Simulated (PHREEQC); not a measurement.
Make-up at 35 °C: 0.019 mol/kgw NiCl2. Closed to the air; pH follows from the charge balance.

The numbers come from PHREEQC with the ion-association model, wateq4f.dat.

Each row changes one thing in this solution. Precipitation was switched off in this run.

```csv
case,pH,ionic strength (mol/kgw)
as made,5.82,0.0554
0.00055 mol/kgw NaOH added,8.28,0.0549
0.00094 mol/kgw HF added,3.31,0.0558
NiCl2 replaced by (CH3)4NCl at the same molality,6.84,0.0190
temperature from 35 to 55 °C,5.56,0.0554
NiCl2 replaced by FeCl3 at the same molality,2.12,0.0914
diluted 5-fold with water,6.08,0.0113
```

Some of these states are supersaturated (in Hematite (slow to form), Goethite (slow to form), for instance). In wateq4f.dat the enthalpy of Ni(OH)2 has the wrong sign, so its saturation index can't be trusted away from 25 °C. Away from 25 °C the constants follow the database's enthalpies or fits; those with neither stay at their 25 °C values.
